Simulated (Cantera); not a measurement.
Adiabatic ignition

An adiabatic, constant-volume homogeneous reactor starts with 5.78 % CH4, 0.191 % C2H6, 13.1 % O2, 80.9 % N2, at 1150 K and 218 Torr.

Computed with Cantera and GRI-Mech 3.0 (53 species, 325 reactions).

```json
[
 {"t (s)": "2.00e-6", "T (K)": "1150", "P (bar)": "0.290", "x CH4": "0.0578", "x C2H6": "0.00191", "x O2": "0.131", "x C2H2": "<1e-12", "x NO": "<1e-12"},
 {"t (s)": "5.79e-6", "T (K)": "1150", "P (bar)": "0.290", "x CH4": "0.0578", "x C2H6": "0.00191", "x O2": "0.131", "x C2H2": "<1e-12", "x NO": "<1e-12"},
 {"t (s)": "1.68e-5", "T (K)": "1150", "P (bar)": "0.290", "x CH4": "0.0578", "x C2H6": "0.00191", "x O2": "0.131", "x C2H2": "<1e-12", "x NO": "<1e-12"},
 {"t (s)": "4.86e-5", "T (K)": "1150", "P (bar)": "0.290", "x CH4": "0.0578", "x C2H6": "0.00191", "x O2": "0.131", "x C2H2": "<1e-12", "x NO": "<1e-12"},
 {"t (s)": "0.000141", "T (K)": "1150", "P (bar)": "0.290", "x CH4": "0.0578", "x C2H6": "0.00191", "x O2": "0.131", "x C2H2": "<1e-12", "x NO": "<1e-12"},
 {"t (s)": "0.000408", "T (K)": "1150", "P (bar)": "0.290", "x CH4": "0.0578", "x C2H6": "0.00191", "x O2": "0.131", "x C2H2": "<1e-12", "x NO": "<1e-12"},
 {"t (s)": "0.00118", "T (K)": "1150", "P (bar)": "0.290", "x CH4": "0.0578", "x C2H6": "0.00191", "x O2": "0.131", "x C2H2": "<1e-12", "x NO": "<1e-12"},
 {"t (s)": "0.00343", "T (K)": "1150", "P (bar)": "0.290", "x CH4": "0.0578", "x C2H6": "0.00191", "x O2": "0.131", "x C2H2": "1.47e-12", "x NO": "<1e-12"},
 {"t (s)": "0.00993", "T (K)": "1150", "P (bar)": "0.290", "x CH4": "0.0578", "x C2H6": "0.00190", "x O2": "0.131", "x C2H2": "8.41e-11", "x NO": "<1e-12"},
 {"t (s)": "0.0288", "T (K)": "1151", "P (bar)": "0.290", "x CH4": "0.0577", "x C2H6": "0.00189", "x O2": "0.131", "x C2H2": "4.09e-9", "x NO": "<1e-12"},
 {"t (s)": "0.0834", "T (K)": "1155", "P (bar)": "0.291", "x CH4": "0.0571", "x C2H6": "0.00184", "x O2": "0.131", "x C2H2": "1.19e-7", "x NO": "<1e-12"},
 {"t (s)": "0.242", "T (K)": "2477", "P (bar)": "0.635", "x CH4": "<1e-12", "x C2H6": "<1e-12", "x O2": "0.0143", "x C2H2": "<1e-12", "x NO": "0.00579"},
 {"t (s)": "0.700", "T (K)": "2477", "P (bar)": "0.635", "x CH4": "<1e-12", "x C2H6": "<1e-12", "x O2": "0.0143", "x C2H2": "<1e-12", "x NO": "0.00580"}
]
```
x: mole fraction; the columns are a selection and need not sum to one.

- time of steepest temperature rise = 0.145 s
- temperature at 0.700 s = 2477 K
- equilibrium temperature = 2477 K
- x(CH4) at 0.700 s = <1e-12 (gas-phase equilibrium <1e-12)
- x(C2H6) at 0.700 s = <1e-12 (gas-phase equilibrium <1e-12)
- x(O2) at 0.700 s = 0.0143 (gas-phase equilibrium 0.0143)
